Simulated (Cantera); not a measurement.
Input: 1 mol S, 0.15 mol O2, held at 2450 K and 1.00 bar.

Equilibrium computed with Cantera from the NASA thermochemical tables; the gas is ideal and each condensed phase is pure. Candidate condensed phases: S; 10 gas species. Kinetics and transport are ignored.

Base state: S2 0.647, SO2 0.173, SO 0.138, S 0.0284, S2O 0.0131, O 5.85e-5, O2 2.69e-5 (mole fractions); condensed: gas only.

Question: What changes in the equilibrium state with this change: 0.1 mol CO2 added?

Answer: 
| species | before | after |
|---|---|---|
| S2 | 0.647 | 0.501 |
| SO2 | 0.173 | 0.190 |
| SO | 0.138 | 0.136 |
| CO | 0 | 0.113 |
| CO2 | 0 | 0.0234 |
| S2O | 0.0131 | 0.0113 |
| S | 0.0284 | 0.0250 |
| COS | 0 | 0.000683 |
| O2 | 2.69e-5 | 3.35e-5 |
Further candidate phases: C.
